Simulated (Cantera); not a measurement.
# Thermodynamics of carbon deposition, reforming and gasification, feed C₃H₆ + H₂ + N₂

A closed system holds: 1 mol C₃H₆, 9.5 mol H₂, 0.26 mol N₂, at 23.0 Pa.

These are equilibrium values from Cantera (NASA tables, ideal gas, pure condensed phases), not measurements of a reactor. Candidate condensed phases: C, C₆H₆, C₇H₈, C₈H₁₈; 92 gas species. The numbers say what is thermodynamically allowed, not how fast it happens.

From 952 °C to 2352 °C the condensed part is C(graphite). At 2552 °C nothing is condensed. The main C-bearing gas is HCN at 952 °C and C₃ at 2552 °C.

| T (°C) | log p H₂ | log p H | log p C₃ | log p N₂ | log p C | log p C₂ | log p HCN | log p CN | n C(graphite) |
|---|---|---|---|---|---|---|---|---|---|
| 952 | -3.65 | -8.33 | <-15 | -5.33 | <-15 | <-15 | -8.50 | <-15 | 3.00 |
| 1152 | -3.65 | -6.99 | <-15 | -5.33 | <-15 | <-15 | -7.71 | -13.51 | 3.00 |
| 1352 | -3.65 | -5.98 | -15.52 | -5.33 | -14.84 | <-15 | -7.11 | -11.54 | 2.99 |
| 1552 | -3.66 | -5.19 | -12.61 | -5.35 | -12.31 | -13.70 | -6.66 | -10.01 | 2.98 |
| 1752 | -3.70 | -4.57 | -10.29 | -5.38 | -10.29 | -11.36 | -6.33 | -8.80 | 2.95 |
| 1952 | -3.83 | -4.11 | -8.40 | -5.46 | -8.63 | -9.46 | -6.13 | -7.83 | 2.89 |
| 2152 | -4.14 | -3.82 | -6.83 | -5.58 | -7.24 | -7.87 | -6.09 | -7.06 | 2.77 |
| 2352 | -4.66 | -3.70 | -5.50 | -5.70 | -6.07 | -6.53 | -6.20 | -6.41 | 1.62 |
| 2552 | -5.26 | -3.68 | -5.22 | -5.75 | -5.35 | -5.95 | -6.63 | -6.11 | 0 |
log p: log10 of the partial pressure in bar; n: condensed amount in mol.
